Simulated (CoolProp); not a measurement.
Vapour-liquid equilibrium of R125 (1) + R227EA (2) at 308.3 K; x and y are mole fractions of (1).

Computed with CoolProp (multi-fluid Helmholtz-energy mixture model, Lemmon 2005 and Lemmon 2016; pair parameters Bell 2016).

```tsv
x	bubble pressure (bar)	y at the bubble point	dew pressure at overall composition x (bar)	liquid density (mol/L)
0.05	6.633	0.107	6.358	…
0.2	8.187	0.360	7.132	8.202
0.35	…	0.544	8.109	8.430
0.5	11.52	…	9.374	8.659
0.65	…	0.796	11.06	8.884
0.8	15.16	0.890	…	9.101
0.95	17.15	0.974	…	…
```

### Question
Fill in the missing entries.

### Answer

- 0.05, liquid density (mol/L): 7.975
- 0.35, bubble pressure (bar): 9.815
- 0.5, y at the bubble point: 0.684
- 0.65, bubble pressure (bar): 13.29
- 0.8, dew pressure at overall composition x (bar): 13.36
- 0.95, dew pressure at overall composition x (bar): 16.55
- 0.95, liquid density (mol/L): 9.303

No azeotrope shows between x = 0.05 and 0.95.

The pair parameters rest on a limited set of measurements; away from them the model extrapolates.
